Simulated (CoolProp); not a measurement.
Vapour-liquid equilibrium of ethanol (1) + dimethyl carbonate (2) at 190.75 °C; x and y are mole fractions of (1).

The numbers come from the multi-fluid Helmholtz-energy mixture model, Schroeder 2014 and Zhou 2011; pair parameters Bell 2016 in CoolProp.

| x | bubble pressure, mixture model (MPa) | bubble pressure, Raoult's law (MPa) | y, mixture model | y, Raoult's law |
|---|---|---|---|---|
| 0.05 | 1.296 | 1.207 | 0.140 | 0.103 |
| 0.125 | 1.501 | 1.308 | 0.286 | 0.237 |
| 0.2 | 1.676 | 1.408 | (withheld) | 0.352 |
| 0.275 | 1.826 | 1.509 | (withheld) | 0.452 |
| 0.35 | 1.955 | 1.609 | (withheld) | 0.539 |
| 0.425 | (withheld) | 1.710 | (withheld) | 0.617 |
| 0.5 | 2.162 | 1.810 | 0.640 | 0.685 |
| 0.575 | (withheld) | 1.911 | 0.687 | 0.746 |
| 0.65 | 2.317 | 2.011 | 0.734 | 0.802 |
| 0.725 | 2.378 | 2.112 | 0.781 | 0.852 |
| 0.8 | 2.427 | 2.212 | 0.832 | 0.897 |
| 0.875 | 2.462 | 2.312 | 0.888 | 0.938 |
| 0.95 | (withheld) | 2.413 | 0.952 | 0.976 |

Problem. Some entries are withheld; supply them.

Solution. 
- 0.2, y, mixture model: 0.390
- 0.275, y, mixture model: 0.469
- 0.35, y, mixture model: 0.534
- 0.425, bubble pressure, mixture model (MPa): 2.065
- 0.425, y, mixture model: 0.589
- 0.575, bubble pressure, mixture model (MPa): 2.245
- 0.95, bubble pressure, mixture model (MPa): 2.480

The largest gap from Raoult's law is +21.5 % in bubble pressure, at x = 0.35. No azeotrope shows between x = 0.05 and 0.95.

The pair parameters rest on a limited set of measurements; away from them the model extrapolates.
